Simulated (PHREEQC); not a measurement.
Dissolve 0.25 mol/kgw CdSO4, 0.011 mol/kgw KCl and 0.00046 mol/kgw H2SO4 at 20 °C. Closed to the air; pH follows from the charge balance.

Equilibrium calculation in PHREEQC: ion-association model, phreeqc.dat.

```
quantity                    before     after
------------------------  --------  --------
pH                            3.48      5.77
ionic strength (mol/kgw)     0.426     0.426
SO4-2 (mol/kgw)             0.0569    0.0570
K+ (mol/kgw)                0.0102    0.0102
Cl- (mol/kgw)              0.00316   0.00317
KSO4- (mol/kgw)           0.000774  0.000776
SI of Sylvite (KCl)          -5.73     -5.73
```

Problem. Which change was made?
A) KCl from 0.011 to 0.022 mol/kgw
B) CdSO4 replaced by Na2SO4 at the same molality
C) CdSO4 from 0.25 to 0.5 mol/kgw
D) H2SO4 replaced by Li2SO4 at the same molality

Solution. D, H2SO4 replaced by Li2SO4 at the same molality

This is a speciation only: nothing precipitates in the calculation.
